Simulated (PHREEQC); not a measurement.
Consider water at 25 °C and 50 atm with 40 mmol/kgw FeCl3, 22 mmol/kgw CaCl2, 0.3 mmol/kgw NaHCO3 and 0.98 mmol/kgw Na2SO4. Closed to the air; pH follows from the charge balance.

All values are PHREEQC results (ion-association model, phreeqc.dat), not measurements.

No solid was allowed to form.

Order these Fe species by the share of Fe that they hold, largest first: Fe2(OH)2+4, FeCl+2, FeOH+2, Fe+3, FeCl2+.

FeCl+2 (37 %), Fe+3 (27 %), Fe2(OH)2+4 (16 %), FeOH+2 (8.8 %), FeCl2+ (6.6 %)

Order these Cl species by the share of Cl that they hold, largest first: FeCl+2, Cl-, FeCl2+.

Cl- (88 %), FeCl+2 (9.0 %), FeCl2+ (3.2 %)

The pH is 2.05 and the ionic strength 0.240 mol/kgw. Saturation is exceeded, for instance for Hematite (slow to form), Goethite (slow to form); the values hold only as long as no solid forms. Complexes and solids missing from the database can't appear. Under pressure, the constants of complexes without a molar volume in the database are unreliable.
